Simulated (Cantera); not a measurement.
What does this Cantera script print?

```python
import numpy as np
import cantera as ct

gas_names = """
    C CH CH2 CH3 CH4 C2 C2H C2H2,acetylene C2H2,vinylidene C2H3,vinyl C2H4 C2H5 C2H6 C3 C3H3,propargyl
    C3H4,allene C3H4,propyne C3H4,cyclo- C3H5,allyl C3H6,propylene C3H6,cyclo- C3H7,n-propyl
    C3H7,i-propyl C3H8 C4 C4H2 C4H4,1,3-cyclo- C4H6,butadiene C4H6,2-butyne C4H6,cyclo- C4H8,1-butene
    C4H8,cis2-buten C4H8,tr2-butene C4H8,isobutene C4H8,cyclo- C4H9,n-butyl C4H9,i-butyl C4H9,s-butyl
    C4H9,t-butyl C4H10,isobutane C4H10,n-butane C5 C5H6,1,3cyclo- C5H8,cyclo- C5H10,1-pentene
    C5H10,cyclo- C5H11,pentyl C5H11,t-pentyl C5H12,n-pentane C5H12,i-pentane CH3C(CH3)2CH3 C6H2
    C6H5,phenyl C6H6 C6H10,cyclo- C6H12,1-hexene C6H12,cyclo- C6H13,n-hexyl C7H7,benzyl C7H8
    C7H14,1-heptene C7H15,n-heptyl C7H16,n-heptane C8H8,styrene C8H10,ethylbenz C8H16,1-octene
    C8H17,n-octyl C8H18,isooctane C8H18,n-octane C9H19,n-nonyl C10H8,naphthale C10H21,n-decyl
    C12H9,o-bipheny C12H10,bipheny H H2 Ti
""".split()
cond_names = """
    C(gr) C6H6(L) C7H8(L) C8H18(L),n-octa Ti(a) Ti(b) Ti(L) TiC(s) TiC(L)
""".split()


def load(file, names, dense=False):
    # The tables refer to 1 bar. Condensed volumes are neglected.
    table = {s.name: s for s in ct.Species.list_from_file(file)}
    out = []
    for n in names:
        d = dict(table[n].input_data)
        d["thermo"] = dict(d["thermo"], **{"reference-pressure": 1e5})
        if dense:
            d["equation-of-state"] = {"model": "constant-volume", "density": "1e6 g/cm^3"}
        out.append(ct.Species.from_dict(d))
    return out


gas = ct.Solution(thermo="ideal-gas", species=load("nasa_gas.yaml", gas_names))
cond = {s.name: ct.Solution(thermo="fixed-stoichiometry", species=[s], name=s.name)
        for s in load("nasa_condensed.yaml", cond_names, dense=True)}
atoms = {
    'Ti': {'Ti': 1},
    'C3H8': {'C': 3, 'H': 8},
}
top_T = {'C(gr)': 4500}  # K; cautious upper limits of use, not melting points


def equilibrate(T, P, feed):
    n = {}
    for name, mol in feed.items():
        for a, k in atoms[name].items():
            n[a] = n.get(a, 0.0) + k * mol
    gas.TPX = T, P, n
    mass = sum(n.values()) * gas.mean_molecular_weight
    gas.equilibrate("TP")
    valid = [c for c in cond.values() if c.min_temp <= T <= top_T.get(c.name, c.max_temp)]
    mix = ct.Mixture([(gas, mass / gas.mean_molecular_weight)] + [(c, 0.0) for c in valid])
    mix.T, mix.P = T, P
    mix.equilibrate("TP", solver="vcs", rtol=1e-11, max_steps=5000)
    return mix


results = []
T = 1850  # K
P = 1333.22  # Pa
for m in [0.057, 0.08, 0.11, 0.16, 0.22, 0.3, 0.42, 0.59, 0.83, 1.2, 1.6, 2.2]:
    feed = {'Ti': 1, 'C3H8': m}  # mol
    mix = equilibrate(T, P, feed)
    results.append((T, P, feed, dict(zip(mix.species_names, mix.species_moles))))

top = {s: max(r[3][s] / sum(r[3][g] for g in gas_names) for r in results) for s in gas_names}
cols = sorted((s for s in top if top[s] > 0.001), key=lambda s: -top[s])[:8]
seen = [c for c in cond_names if any(r[3].get(c, 0) > 1e-12 for r in results)]
print("log10 of partial pressures in bar; condensed amounts in mol")
print(f"{'n(C3H8)':>10s}" + "".join(f"{s[:9]:>10s}" for s in cols + seen))
for T, P, feed, n in results:
    ng = sum(n[g] for g in gas_names)
    print(f"{feed['C3H8']:10.4g}" + "".join(f"{np.log10(max(n[s] / ng * P / 1e5, 1e-99)):10.3f}" for s in cols)
          + "".join(f"{n.get(c, 0):10.4g}" for c in seen))
```

Result:

```
log10 of partial pressures in bar; condensed amounts in mol
   n(C3H8)        H2         H     C(gr)     Ti(b)    TiC(s)
     0.057    -1.877    -4.207         0     0.829     0.171
      0.08    -1.877    -4.207         0      0.76      0.24
      0.11    -1.877    -4.207         0      0.67      0.33
      0.16    -1.877    -4.207         0    0.5199      0.48
      0.22    -1.877    -4.207         0    0.3399      0.66
       0.3    -1.877    -4.207         0    0.0999       0.9
      0.42    -1.877    -4.207    0.2591         0         1
      0.59    -1.877    -4.207    0.7687         0         1
      0.83    -1.877    -4.207     1.488         0         1
       1.2    -1.877    -4.207     2.597         0         1
       1.6    -1.877    -4.207     3.797         0         1
       2.2    -1.877    -4.207     5.595         0         1
```

Equilibrium computed with Cantera from the NASA thermochemical tables; the gas is ideal and each condensed phase is pure. Mutual solubility and eutectic melting of coexisting phases are not modelled. TiC: taken at fixed stoichiometry. Condensed phases not in the tables: N, O or C dissolved in the metal.
